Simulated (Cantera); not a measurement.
A perfectly stirred reactor is fed with CH₄ : N₂ = 1 : 3.9 (molar parts), at 780 Pa; it is held at 1650 K, and followed from long to short residence time.

Detailed kinetics in Cantera: GRI-Mech 3.0 (53 species, 325 reactions). GRI-Mech 3.0 stops at C3 and has no aromatics, soot or wall deposition, so with more carbon than oxygen in the feed, carbon stays in small species such as C2H2 where larger ones or solid carbon would form. Radical loss at walls, strong at low pressure, is not modelled.

Q: Predict: x(CH₄) at τ = 25.0 s; x(C₂H₂) at τ = 25.0 s; x(HCN) at τ = 25.0 s; x(C₂H₄) at τ = 25.0 s; x(C₂H₆) at τ = 25.0 s; x(CH₄) at τ = 0.140 s; x(C₂H₂) at τ = 0.140 s; x(HCN) at τ = 0.140 s; x(C₂H₄) at τ = 0.140 s; x(C₂H₆) at τ = 0.140 s.

A: 
```json
{
  "x(CH₄) at τ = 25.0 s": "0.0136",
  "x(C₂H₂) at τ = 25.0 s": "0.0789",
  "x(HCN) at τ = 25.0 s": "1.32e-5",
  "x(C₂H₄) at τ = 25.0 s": "7.57e-5",
  "x(C₂H₆) at τ = 25.0 s": "1.16e-6",
  "x(CH₄) at τ = 0.140 s": "0.171",
  "x(C₂H₂) at τ = 0.140 s": "0.00855",
  "x(HCN) at τ = 0.140 s": "1.29e-8",
  "x(C₂H₄) at τ = 0.140 s": "0.00465",
  "x(C₂H₆) at τ = 0.140 s": "3.94e-5"
}
```
